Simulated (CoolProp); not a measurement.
Vapour-liquid equilibrium of ethane (1) + n-perfluorobutane (2) at 222.3 K; x and y are mole fractions of (1).

The numbers come from the multi-fluid Helmholtz-energy mixture model, Bücker 2006 and Gao 2022; pair parameters Bell 2016 in CoolProp.

### Question
Give the bubble pressure and the first vapour's composition at x = 0.125, 0.5, 0.725. Is there an azeotrope?

### Answer
x = 0.125: 167.0 kPa, y = 0.953; x = 0.5: 392.0 kPa, y = 0.982; x = 0.725: 432.5 kPa, y = 0.986. No azeotrope shows between x = 0.05 and 0.95.

Pair parameters are fitted to limited data, so mixtures are less certain than the pure fluids. With so large a gap from Raoult's law the liquid may split in two, which this calculation doesn't test in full.
